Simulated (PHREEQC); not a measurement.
Make-up at 25 °C: 0.027 mol/kgw Cu(NO3)2 and 0.28 mol/kgw H2SO4. Closed to the air; pH follows from the charge balance.

Equilibrium calculation in PHREEQC: ion-association model, wateq4f.dat.

Q: The ionic strength comes out as 0.409 mol/kgw. What activity coefficients do H+, SO4-2, NO3-, Cu+2, HSO4- get?

A: H+ 0.77, SO4-2 0.22, NO3- 0.63, Cu+2 0.26, HSO4- 0.68.

No solid was allowed to form. Complexes and solids missing from the database can't appear.
